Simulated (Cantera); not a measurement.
Input (Python, Cantera) and output of one run.

```python
import numpy as np
import cantera as ct

gas_names = """
    CL CL2 H HCL H2 Si SiCL SiCL2 SiCL3 SiCL4 SiH SiHCL3 SiH2 SiH2CL2 SiH3 SiH3CL SiH4 Si2 Si3
""".split()
cond_names = """
    Si(cr) Si(L)
""".split()


# ... load() reads the species with a 1 bar reference pressure and builds the phases ...
atoms = {
    'SiHCl3': {'Si': 1, 'H': 1, 'CL': 3},
    'HCl': {'H': 1, 'CL': 1},
    'H2': {'H': 2},
}
top_T = {}  # K; cautious upper limits of use, not melting points


# ... equilibrate(T, P, feed) seeds the gas with the atoms and calls Mixture.equilibrate('TP', solver="vcs", rtol=1e-11, max_steps=5000) ...
results = []
feed = {'SiHCl3': 1, 'HCl': 3.2, 'H2': 480}  # mol
T = 973  # K
for P in [100, 350, 1300, 4500, 16000, 56000, 200000]:
    mix = equilibrate(T, P, feed)
    results.append((T, P, feed, dict(zip(mix.species_names, mix.species_moles))))

top = {s: max(r[3][s] / sum(r[3][g] for g in gas_names) for r in results) for s in gas_names}
cols = sorted((s for s in top if top[s] > 0.0001), key=lambda s: -top[s])[:8]
seen = [c for c in cond_names if any(r[3].get(c, 0) > 1e-12 for r in results)]
print("log10 of partial pressures in bar; condensed amounts in mol")
print(f"{'P/Pa':>10s}" + "".join(f"{s[:9]:>10s}" for s in cols + seen))
for T, P, feed, n in results:
    ng = sum(n[g] for g in gas_names)
    print(f"{P:10.4g}" + "".join(f"{np.log10(max(n[s] / ng * P / 1e5, 1e-99)):10.3f}" for s in cols)
          + "".join(f"{n.get(c, 0):10.4g}" for c in seen))
```

It prints:

```
log10 of partial pressures in bar; condensed amounts in mol
      P/Pa        H2       HCL     SiCL4    SiHCL3     SiCL2    Si(cr)
       100    -3.005    -4.951    -6.715    -7.020    -6.691    0.7409
       350    -2.461    -4.459    -5.836    -6.088    -6.251    0.5773
      1300    -1.890    -3.975    -5.043    -5.208    -5.854    0.3378
      4500    -1.350    -3.542    -4.389    -4.448    -5.528    0.0868
   1.6e+04    -0.799    -3.035    -3.808    -3.822    -5.408         0
   5.6e+04    -0.255    -2.493    -3.258    -3.271    -5.399         0
     2e+05     0.298    -1.941    -2.703    -2.715    -5.395         0
```

These are equilibrium values from Cantera (NASA tables, ideal gas, pure condensed phases), not measurements of a reactor. The tables' values for SiCl3 are old estimates; treat these amounts as uncertain.
